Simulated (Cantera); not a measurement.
**Gas activation for diamond growth**

A perfectly stirred reactor is fed with 2.99 % CH4, 96.4 % H2, 0.574 % N2, at 0.178 atm; it is held at 2775 K, and followed from long to short residence time.

Detailed kinetics in Cantera: GRI-Mech 3.0 (53 species, 325 reactions). GRI-Mech 3.0 stops at C3 and has no aromatics, soot or wall deposition, so with more carbon than oxygen in the feed, carbon stays in small species such as C2H2 where larger ones or solid carbon would form.

```tsv
τ (s)	x CH4	x H2	x H	x HCN	x CH2
11	8.02e-6	0.821	0.161	0.00402	9.01e-6
4.7	8.25e-6	0.821	0.161	0.00342	9.25e-6
2.1	8.62e-6	0.821	0.161	0.00271	9.64e-6
0.92	9.33e-6	0.821	0.160	0.00199	1.04e-5
0.40	1.07e-5	0.822	0.160	0.00139	1.17e-5
0.18	1.33e-5	0.823	0.158	0.000964	1.42e-5
0.079	1.85e-5	0.827	0.155	0.000652	1.87e-5
0.035	2.94e-5	0.834	0.148	0.000425	2.63e-5
0.015	5.68e-5	0.848	0.133	0.000249	3.93e-5
0.0069	0.000126	0.869	0.112	0.000135	5.80e-5
```
x: mole fraction; the columns are a selection and need not sum to one.
